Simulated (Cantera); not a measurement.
Input: 1 mol CH2F2, 2.8 mol F2, equilibrated at 3025 °C and 0.0278 Torr.

Cantera equilibrium calculation (NASA polynomials, part measured and part estimated; ideal gas, pure solids and liquids). Candidate condensed phases: C, C6H6, C7H8, C8H18; 95 gas species. Kinetics and transport are ignored.

Base state: F 0.716, H 0.186, C 0.0931, HF 0.00368, CF 0.000748, C2 0.000432, C3 2.07e-5 (mole fractions); condensed: gas only.

### Question
What changes in the equilibrium state with this change: CH2F2 replaced by CH3Cl?

### Answer
| species | before | after |
|---|---|---|
| F | 0.716 | 0.526 |
| H | 0.186 | 0.280 |
| Cl | 0 | 0.0948 |
| C | 0.0931 | 0.0933 |
| HCl | 0 | 1.11e-5 |
| H2 | 9.68e-6 | 2.20e-5 |
| CF | 0.000748 | 0.000551 |
| HF | 0.00368 | 0.00408 |
| C3 | 2.07e-5 | 2.09e-5 |

### Question
What changes in the equilibrium state with this change: F2 from 2.8 to 0.16 mol?

### Answer
```tsv
species	before	after
F	0.716	0.434
H	0.186	0.374
C	0.0931	0.185
C3	2.07e-5	0.000161
H2	9.68e-6	3.92e-5
C2	0.000432	0.00170
```
